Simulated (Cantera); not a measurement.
What does this Cantera script print?

```python
import numpy as np
import cantera as ct

gas = ct.Solution("gri30.yaml")


def delay(T, t_max=10):
    gas.TPX = T, 64000, {'CH4': 1, 'C2H6': 0.035, 'O2': 2.5, 'N2': 9.39}
    reactor = ct.IdealGasReactor(gas, clone=False)
    net = ct.ReactorNet([reactor])
    net.rtol, net.atol = 1e-8, 1e-16
    while net.time < t_max:
        t_old, T_old = net.time, reactor.T
        net.step()
        if reactor.T > T + 400:  # ignition: a rise of 400 K
            return t_old + (T + 400 - T_old) / (reactor.T - T_old) * (net.time - t_old)
    return np.nan


taus = []
for T in [1225, 1325, 1425, 1525, 1625, 1725, 1825]:
    taus.append(delay(T))
    print(f"T0 = {T:6g} K   tau = {taus[-1]:.4e} s")
```

It prints:

```
T0 =   1225 K   tau = 1.6441e-02 s
T0 =   1325 K   tau = 4.4578e-03 s
T0 =   1425 K   tau = 1.3438e-03 s
T0 =   1525 K   tau = 4.7525e-04 s
T0 =   1625 K   tau = 2.0348e-04 s
T0 =   1725 K   tau = 1.0386e-04 s
T0 =   1825 K   tau = 6.0945e-05 s
```

Computed with Cantera and GRI-Mech 3.0 (53 species, 325 reactions).
